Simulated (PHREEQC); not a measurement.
# Acid rinse or clean: speciation

Dissolve 19 mmol/kgw HCl and 2 mmol/kgw ZnSO4 at 20 °C. Closed to the air; pH follows from the charge balance.

Computed with PHREEQC (ion-association model, wateq4f.dat).

Each row changes one thing in this solution. Precipitation was switched off in this run.

| case | pH | ionic strength (mol/kgw) | SO4-2 (mol/kgw) | HSO4- (mol/kgw) |
|---|---|---|---|---|
| as made | 1.80 | 0.0246 | 0.000982 | 0.000888 |
| diluted 2-fold with water | 2.08 | 0.0126 | 0.000621 | 0.000324 |
| ZnSO4 from 0.002 to 0.004 mol/kgw | 1.82 | 0.0298 | 0.00194 | 0.00161 |
| ZnSO4 replaced by K2SO4 at the same molality | 1.80 | 0.0231 | 0.00104 | 0.000948 |
| diluted 5-fold with water | 2.46 | 0.00519 | 0.000310 | 7.52e-5 |
| HCl left out | 6.03 | 0.00669 | 0.00167 | 1.05e-7 |
| HCl from 0.019 to 0.0171 mol/kgw | 1.84 | 0.0228 | 0.00102 | 0.000841 |
| ZnSO4 from 0.002 to 0.003 mol/kgw | 1.81 | 0.0273 | 0.00146 | 0.00127 |
